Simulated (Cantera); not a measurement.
Charge: 1 mol CS₂, 6.5 mol H₂O, 38 mol N₂, at 1300 K.

Cantera equilibrium calculation (NASA polynomials, part measured and part estimated; ideal gas, pure solids and liquids). Candidate condensed phases: C, C₆H₆, C₇H₈, C₈H₁₈, H₂O, H₂SO₄, S; 150 gas species. The numbers say what is thermodynamically allowed, not how fast it happens.

**Question.** At 7.10 mbar, list the 4 most abundant gas species with their mole fractions, and the condensed phases.

**Answer.** N₂ 0.817, H₂O 0.0974, H₂ 0.0378, S₂ 0.0170. Condensed: gas only.
